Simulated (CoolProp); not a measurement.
n-hexane along the isobar 6090 kPa: density (kg/m³) from the reference equation and from simpler models built on Tc = 234.7 °C, pc = 3044 kPa, ω = 0.300; each cubic takes its own stable root.

Model: reference Helmholtz-energy equation of state, Thol 2019, in CoolProp.

| T (°C) | phase | reference | Soave-Redlich-Kwong | Peng-Robinson |
|---|---|---|---|---|
| 92.45 | liquid | 600.3 | 545.4 | 615.2 |
| 99.15 | liquid | 593.9 | 539.3 | 608.4 |
| 105.85 | liquid | 587.3 | 533.0 | 601.4 |
| 112.65 | liquid | 580.5 | 526.5 | 594.0 |
| 119.35 | liquid | 573.7 | 519.8 | 586.5 |
| 126.05 | liquid | 566.8 | 512.9 | 578.7 |
| 132.75 | liquid | 559.7 | 505.7 | 570.7 |
| 139.45 | liquid | 552.5 | 498.4 | 562.3 |
| 146.15 | liquid | 545.1 | 490.7 | 553.6 |
| 152.85 | liquid | 537.5 | 482.8 | 544.6 |
| 159.55 | liquid | 529.7 | 474.7 | 535.2 |
| 166.35 | liquid | 521.5 | 466.1 | 525.3 |
| 173.05 | liquid | 513.2 | 457.3 | 515.2 |
| 179.75 | liquid | 504.7 | 448.1 | 504.6 |
| 186.45 | liquid | 495.8 | 438.6 | 493.5 |
